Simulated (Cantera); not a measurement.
A closed system holds: 1 mol Cr, a varied amount of N2O, 370 mol H2, equilibrated at 5.00e-6 bar.

Equilibrium computed with Cantera from the NASA thermochemical tables; the gas is ideal and each condensed phase is pure. Candidate condensed phases: Cr, CrN, Cr2N, Cr2O3, H2O; 29 gas species. Mutual solubility and eutectic melting of coexisting phases are not modelled. Equilibrium is a limit: real reactors are often held back by kinetics, nucleation or transport.

Question: What condenses at these points (T in °C, n(N2O) in mol): (1127, 2.3); (777, 1.7); (1027, 0.9); (927, 1.2); (1227, 2.3)?

Answer: 
| T (°C) | n(N2O) in mol | condensed phases | Cr condensed (%) |
|---|---|---|---|
| 1127 | 2.3 | Cr2O3 | 66.8 |
| 777 | 1.7 | Cr2O3 | 100.0 |
| 1027 | 0.9 | Cr + Cr2O3 | 64.6 |
| 927 | 1.2 | Cr + Cr2O3 | 98.2 |
| 1227 | 2.3 | gas only | 0.0 |
